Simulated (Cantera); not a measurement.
Adiabatic ignition

An adiabatic, constant-volume homogeneous reactor starts with CH₄ : O₂ : N₂ : H₂O = 1 : 3.5 : 22.8 : 3.5 (molar parts), at 1323 K and 0.210 bar.

Detailed kinetics in Cantera: GRI-Mech 3.0 (53 species, 325 reactions).

| t (s) | T (K) | P (bar) | x CH₄ | x O₂ | x H₂O | x CH₂CO | x CO | x C₂H₂ |
|---|---|---|---|---|---|---|---|---|
| 3.00e-6 | 1323 | 0.210 | 0.0325 | 0.114 | 0.114 | <1e-12 | <1e-12 | <1e-12 |
| 1.12e-5 | 1323 | 0.210 | 0.0325 | 0.114 | 0.114 | <1e-12 | <1e-12 | <1e-12 |
| 4.20e-5 | 1323 | 0.210 | 0.0325 | 0.114 | 0.114 | <1e-12 | <1e-12 | <1e-12 |
| 0.000157 | 1323 | 0.210 | 0.0325 | 0.114 | 0.114 | <1e-12 | <1e-12 | <1e-12 |
| 0.000587 | 1323 | 0.210 | 0.0325 | 0.114 | 0.114 | <1e-12 | 3.30e-11 | <1e-12 |
| 0.00219 | 1323 | 0.210 | 0.0325 | 0.114 | 0.114 | <1e-12 | 2.64e-9 | <1e-12 |
| 0.00820 | 1323 | 0.210 | 0.0324 | 0.114 | 0.114 | 1.31e-10 | 5.25e-7 | 8.92e-11 |
| 0.0307 | 1329 | 0.211 | 0.0314 | 0.113 | 0.114 | 7.89e-7 | 0.000184 | 1.97e-7 |
| 0.115 | 2133 | 0.339 | <1e-12 | 0.0480 | 0.175 | <1e-12 | 0.000927 | <1e-12 |
| 0.429 | 2130 | 0.339 | <1e-12 | 0.0474 | 0.175 | <1e-12 | 0.000916 | <1e-12 |
| 1.60 | 2125 | 0.338 | <1e-12 | 0.0463 | 0.175 | <1e-12 | 0.000892 | <1e-12 |
| 6.00 | 2123 | 0.338 | <1e-12 | 0.0458 | 0.175 | <1e-12 | 0.000883 | <1e-12 |
x: mole fraction; the columns are a selection and need not sum to one.

```
Property                                                           Value
---------------------------------  -------------------------------------
time of steepest temperature rise                                43.6 ms
temperature at 6.00 s                                             2123 K
equilibrium temperature                                           2123 K
x(CH₄) at 6.00 s                   <1e-12 (gas-phase equilibrium <1e-12)
x(O₂) at 6.00 s                    0.0458 (gas-phase equilibrium 0.0458)
x(H₂O) at 6.00 s                     0.175 (gas-phase equilibrium 0.175)
```
